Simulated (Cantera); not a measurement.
Cantera run:

```python
import numpy as np
import cantera as ct

gas_names = [...]  # 123 gases of nasa_gas.yaml made of C, H, O, Si
cond_names = """
    C(gr) C6H6(L) C7H8(L) C8H18(L),n-octa H2O(s) H2O(L) Si(cr) Si(L) SiC(b) SiO2(Lqz) SiO2(hqz) SiO2(L)
""".split()


# ... load() reads the species with a 1 bar reference pressure and builds the phases ...
atoms = {
    'SiC': {'Si': 1, 'C': 1},
    'CO2': {'C': 1, 'O': 2},
    'H2': {'H': 2},
}
top_T = {'C(gr)': 4500, 'SiC(b)': 3050}  # K; cautious upper limits of use, not melting points


# ... equilibrate(T, P, feed) seeds the gas with the atoms and calls Mixture.equilibrate('TP', solver="vcs", rtol=1e-11, max_steps=5000) ...
results = []
feed = {'SiC': 1, 'CO2': 0.14, 'H2': 430}  # mol
T = 1325  # K
for P in [0.1, 0.75, 5.6, 42, 320, 2400, 18000, 130000, 1000000]:
    mix = equilibrate(T, P, feed)
    results.append((T, P, feed, dict(zip(mix.species_names, mix.species_moles))))

top = {s: max(r[3][s] / sum(r[3][g] for g in gas_names) for r in results) for s in gas_names}
cols = sorted((s for s in top if top[s] > 1e-05), key=lambda s: -top[s])[:5]
seen = [c for c in cond_names if any(r[3].get(c, 0) > 1e-12 for r in results)]
print("log10 of partial pressures in bar; condensed amounts in mol")
print(f"{'P/Pa':>10s}" + "".join(f"{s[:9]:>10s}" for s in cols + seen))
for T, P, feed, n in results:
    ng = sum(n[g] for g in gas_names)
    print(f"{P:10.4g}" + "".join(f"{np.log10(max(n[s] / ng * P / 1e5, 1e-99)):10.3f}" for s in cols)
          + "".join(f"{n.get(c, 0):10.4g}" for c in seen))
```

Output:

```
log10 of partial pressures in bar; condensed amounts in mol
      P/Pa        H2         H       CH4        CO       SiO    SiC(b) SiO2(hqz)
       0.1    -6.001    -8.787   -15.465    -9.309    -9.797    0.9287         0
      0.75    -5.125    -8.349   -13.719    -8.436    -8.915    0.9298         0
       5.6    -4.252    -7.912   -11.973    -7.563    -8.041      0.93         0
        42    -3.377    -7.475   -10.223    -6.688    -7.165      0.93         0
       320    -2.495    -7.034    -8.460    -5.807    -6.282    0.9298         0
      2400    -1.620    -6.596    -6.691    -4.942    -5.456    0.9314   0.00585
   1.8e+04    -0.745    -6.159    -4.478    -4.248    -5.687    0.9256   0.06952
   1.3e+05     0.114    -5.730    -3.086    -4.737    -5.525    0.8629    0.1361
     1e+06     1.000    -5.287    -2.184    -6.042    -5.090    0.8588    0.1397
```

Cantera equilibrium calculation (NASA polynomials, part measured and part estimated; ideal gas, pure solids and liquids). Mutual solubility and eutectic melting of coexisting phases are not modelled. The tables hold silica as quartz up to 1696 K and as liquid above; real silica turns to tridymite and cristobalite and melts near 1996 K.
